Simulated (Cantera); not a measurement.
# Transport properties of process gases

Gas mixture: 100 % N2O, at 2.70 bar, frozen composition.

Cantera's kinetic-theory transport with the Lennard-Jones parameters of GRI-Mech 3.0, ideal gas; thermal conductivity in the mixture-averaged form.

```json
[
 {"T (K)": "400", "ρ (kg/m³)": "3.57", "cp (J/kg/K)": "970.3", "μ (µPa s)": "19.5", "λ (mW/m/K)": "25.5", "Pr": "0.741", "D (cm²/s) N2": "0.0989", "D (cm²/s) O": "0.158", "D (cm²/s) NO": "0.0969"},
 {"T (K)": "500", "ρ (kg/m³)": "2.86", "cp (J/kg/K)": "1043", "μ (µPa s)": "23.6", "λ (mW/m/K)": "33.2", "Pr": "0.740", "D (cm²/s) N2": "0.147", "D (cm²/s) O": "0.233", "D (cm²/s) NO": "0.144"},
 {"T (K)": "600", "ρ (kg/m³)": "2.38", "cp (J/kg/K)": "1101", "μ (µPa s)": "27.3", "λ (mW/m/K)": "40.7", "Pr": "0.739", "D (cm²/s) N2": "0.202", "D (cm²/s) O": "0.319", "D (cm²/s) NO": "0.198"},
 {"T (K)": "700", "ρ (kg/m³)": "2.04", "cp (J/kg/K)": "1150", "μ (µPa s)": "30.8", "λ (mW/m/K)": "47.9", "Pr": "0.739", "D (cm²/s) N2": "0.263", "D (cm²/s) O": "0.416", "D (cm²/s) NO": "0.258"},
 {"T (K)": "800", "ρ (kg/m³)": "1.79", "cp (J/kg/K)": "1192", "μ (µPa s)": "34.0", "λ (mW/m/K)": "54.9", "Pr": "0.739", "D (cm²/s) N2": "0.330", "D (cm²/s) O": "0.522", "D (cm²/s) NO": "0.324"},
 {"T (K)": "900", "ρ (kg/m³)": "1.59", "cp (J/kg/K)": "1227", "μ (µPa s)": "37.1", "λ (mW/m/K)": "61.5", "Pr": "0.740", "D (cm²/s) N2": "0.403", "D (cm²/s) O": "0.637", "D (cm²/s) NO": "0.395"},
 {"T (K)": "1000", "ρ (kg/m³)": "1.43", "cp (J/kg/K)": "1255", "μ (µPa s)": "40.0", "λ (mW/m/K)": "68.0", "Pr": "0.739", "D (cm²/s) N2": "0.482", "D (cm²/s) O": "0.760", "D (cm²/s) NO": "0.472"}
]
```
D: mixture-averaged diffusion coefficient of that species in the mixture.
